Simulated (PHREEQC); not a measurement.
**Reverse-osmosis permeate**

Synthetic water in mg/L, 25 °C, pH 6.78, pe 8.8: Na 5.28; K 0.0709; Ca 6.16; Mg 4.68; Cl 14.9; S(6) as SO4 12.5; Alkalinity as HCO3 15.7; Si as SiO2 0.0245.

Cl is adjusted to close the charge balance.
Valence states are taken as typed.

Computed with PHREEQC (ion-association model, phreeqc.dat).

| Item | Value |
|---|---|
| ionic strength | 0.00137 mol/kgw |
| specific conductance | 107 µS/cm |

```json
[
 {"species": "Cl-", "molality": "0.000406", "activity": "0.000390", "log γ": "-0.018"},
 {"species": "HCO3-", "molality": "0.000256", "activity": "0.000246", "log γ": "-0.018"},
 {"species": "Na+", "molality": "0.000229", "activity": "0.000220", "log γ": "-0.018"},
 {"species": "Mg+2", "molality": "0.000188", "activity": "0.000160", "log γ": "-0.071"},
 {"species": "Ca+2", "molality": "0.000151", "activity": "0.000128", "log γ": "-0.071"},
 {"species": "SO4-2", "molality": "0.000124", "activity": "0.000105", "log γ": "-0.071"},
 {"species": "CO2", "molality": "9.18e-5", "activity": "9.18e-5", "log γ": "0.000"},
 {"species": "MgSO4", "molality": "3.93e-6", "activity": "3.93e-6", "log γ": "0.000"},
 {"species": "CaSO4", "molality": "2.39e-6", "activity": "2.39e-6", "log γ": "0.000"},
 {"species": "K+", "molality": "1.81e-6", "activity": "1.74e-6", "log γ": "-0.018"},
 {"species": "MgHCO3+", "molality": "4.80e-7", "activity": "4.60e-7", "log γ": "-0.018"},
 {"species": "CaHCO3+", "molality": "4.19e-7", "activity": "4.02e-7", "log γ": "-0.018"},
 {"species": "H4SiO4", "molality": "4.07e-7", "activity": "4.08e-7", "log γ": "0.000"}
]
```

No solid was allowed to form. Complexes and solids missing from the database can't appear.
